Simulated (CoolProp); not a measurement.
R245fa at several states: fugacity coefficient from the reference equation and from simpler models built on Tc = 153.9 °C, pc = 36.51 bar, ω = 0.378; each cubic takes its own stable root.

Values from CoolProp's reference Helmholtz-energy equation of state, Akasaka 2015.

```tsv
T (°C)	p (bar)	phase	reference	van der Waals	Peng-Robinson
-53.15	27.2	liquid	0.0009493	[?]	0.001028
-95.85	0.249	liquid	0.001282	0.9854	0.001619
138.95	0.296	gas	0.9969	0.9974	0.9965
14.25	6.09	liquid	[?]	0.8615	0.1597
83.35	37.5	liquid	0.2165	0.4066	0.2156
30.25	102	liquid	0.02467	0.1224	[?]
```

### Question
Complete the blanks.

### Answer

- -53.15, van der Waals: 0.05371
- 14.25, reference: 0.1580
- 30.25, Peng-Robinson: 0.02454

At some of these states van der Waals gives the other phase, because its saturation line lies elsewhere.
